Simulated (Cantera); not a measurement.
Input (Python, Cantera) and output of one run.

```python
import numpy as np
import cantera as ct

gas_names = """
    H HO2 H2 H2O H2O2 O OH O2 O3 Ta TaO TaO2
""".split()
cond_names = """
    H2O(s) H2O(L) Ta(cr) Ta(L) Ta2O5(s) Ta2O5(L)
""".split()


# ... load() reads the species with a 1 bar reference pressure and builds the phases ...
atoms = {
    'Ta': {'Ta': 1},
    'H2O': {'H': 2, 'O': 1},
}
top_T = {}  # K; cautious upper limits of use, not melting points


# ... equilibrate(T, P, feed) seeds the gas with the atoms and calls Mixture.equilibrate('TP', solver="vcs", rtol=1e-11, max_steps=5000) ...
results = []
feed = {'Ta': 1, 'H2O': 1.1}  # mol
T = 1750  # K
P = 300000  # Pa
mix = equilibrate(T, P, feed)
results.append((T, P, feed, dict(zip(mix.species_names, mix.species_moles))))
x = sorted(zip(gas.X, gas.species_names), reverse=True)
print(f"T = {T:g} K  P = {P:g} Pa  gas = {mix.phase_moles(0):.4g} mol")
print("   x: " + "  ".join(f"{s} {v:.3e}" for v, s in x if v > 1e-06))
print("   condensed (mol): " + ("  ".join(f"{mix.phase(i).name} {mix.phase_moles(i):.4g}"
      for i in range(1, mix.n_phases) if mix.phase_moles(i) > 1e-12) or "none"))
```

It prints:

```
T = 1750 K  P = 300000 Pa  gas = 1.1 mol
   x: H2 9.993e-01  H2O 5.192e-04  H 1.342e-04
   condensed (mol): Ta(cr) 0.5602  Ta2O5(s) 0.2199
```

Method: chemical equilibrium by Gibbs-energy minimisation in Cantera with the NASA 1993 tables (ideal gas, pure condensed phases). Mutual solubility and eutectic melting of coexisting phases are not modelled. Condensed phases not in the tables: N, O or C dissolved in the metal.
